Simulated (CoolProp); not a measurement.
Vapour-liquid equilibrium of R152A (1) + isobutane (2) at 250.3 K; x and y are mole fractions of (1).

The numbers come from the multi-fluid Helmholtz-energy mixture model, Outcalt 1996 and Bücker 2006; pair parameters Bell 2016 in CoolProp.

| x | bubble pressure, mixture model (MPa) | bubble pressure, Raoult's law (MPa) | y, mixture model | y, Raoult's law |
|---|---|---|---|---|
| 0.05 | 0.07969 | 0.06630 | 0.227 | 0.080 |
| 0.125 | 0.09700 | 0.06949 | 0.401 | 0.192 |
| 0.2 | 0.1088 | 0.07268 | 0.495 | 0.294 |
| 0.275 | 0.1167 | 0.07587 | 0.552 | 0.387 |
| 0.35 | 0.1217 | 0.07906 | 0.590 | 0.472 |
| 0.425 | 0.1249 | 0.08225 | 0.617 | 0.551 |
| 0.5 | 0.1269 | 0.08543 | 0.638 | 0.624 |
| 0.575 | 0.1280 | 0.08862 | 0.656 | 0.692 |
| 0.65 | 0.1286 | 0.09181 | 0.674 | 0.755 |
| 0.725 | 0.1286 | 0.09500 | 0.696 | 0.814 |
| 0.8 | 0.1274 | 0.09819 | 0.728 | 0.869 |
| 0.875 | 0.1242 | 0.1014 | 0.781 | 0.921 |
| 0.95 | 0.1165 | 0.1046 | 0.878 | 0.969 |

The largest gap from Raoult's law is +53.9 % in bubble pressure, at x = 0.35. y crosses x between x = 0.65 and 0.725: the model has an azeotrope there.

Pair parameters are fitted to limited data, so mixtures are less certain than the pure fluids. With so large a gap from Raoult's law the liquid may split in two, which this calculation doesn't test in full.
